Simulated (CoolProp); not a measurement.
Computed with CoolProp (reference Helmholtz-energy equation of state, Thol 2019).

Question: For tetradecamethylhexasiloxane (MD4M), give the phase and the cp (kJ/(kg K)), cv (kJ/(kg K)), speed of sound (m/s), Joule-Thomson coefficient (K/MPa) at 346.85 °C and 0.0807 bar; 346.85 °C and 2.95 bar; 346.85 °C and 12.4 bar.

Answer: 
- 346.85 °C and 0.0807 bar: gas; cp 2.08, cv 2.07, speed of sound 106, Joule-Thomson coefficient 13.0
- 346.85 °C and 2.95 bar: gas; cp 2.14, cv 2.09, speed of sound 84.5, Joule-Thomson coefficient 18.5
- 346.85 °C and 12.4 bar: liquid; cp 2.39, cv 2.11, speed of sound 186, Joule-Thomson coefficient 1.11
